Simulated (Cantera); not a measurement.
Standard-state values (1 bar) from the NASA 1993 polynomials, evaluated with Cantera. Values are per mole of reaction as written; species without (g) are pure solids or liquids, kept so even where they would boil at 1 bar.

**Question.** Between 300 and 1300 K, where is each reaction favourable under standard conditions?
- SiH2(g) + 2 OH(g) → Si + 2 H2O(g)

**Answer.** 
- SiH2(g) + 2 OH(g) → Si + 2 H2O(g): ΔG° is -754 kJ at 300 K and -567 kJ at 1300 K; it stays negative (K > 1). ΔH° is -816 kJ and ΔS° -192 J/K at 1300 K.
